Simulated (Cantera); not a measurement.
A perfectly stirred reactor is fed with 37.1 % H₂, 13.2 % O₂, 49.7 % N₂, at 750000 Pa; it is adiabatic with a 325 K inlet, and is followed from long to short residence time, starting on the burning branch (τ in s: 0.31, 0.093, 0.028, 0.0084, 0.0025, 0.00076, 0.00023, 6.8e-05, 2.1e-05).

Detailed kinetics in Cantera: GRI-Mech 3.0 (53 species, 325 reactions). The hydrogen kinetics of GRI-Mech 3.0 are dated; newer H2 mechanisms differ, most at raised pressure.

Problem. Predict: blow-out, bracketed by the residence times tried; x(H₂) at τ = 0.310 s; x(O₂) at τ = 0.310 s; x(HO₂) at τ = 0.310 s; x(H) at τ = 0.310 s; x(H₂) at τ = 2.50 ms; x(O₂) at τ = 2.50 ms; x(HO₂) at τ = 2.50 ms; x(H) at τ = 2.50 ms.

Solution. blow-out, bracketed by the residence times tried: burning at 21.0 µs, the shortest tried
x(H₂) at τ = 0.310 s: 0.122
x(O₂) at τ = 0.310 s: 7.05e-6
x(HO₂) at τ = 0.310 s: 9.51e-9
x(H) at τ = 0.310 s: 0.00142
x(H₂) at τ = 2.50 ms: 0.121
x(O₂) at τ = 2.50 ms: 0.000151
x(HO₂) at τ = 2.50 ms: 1.88e-7
x(H) at τ = 2.50 ms: 0.00316
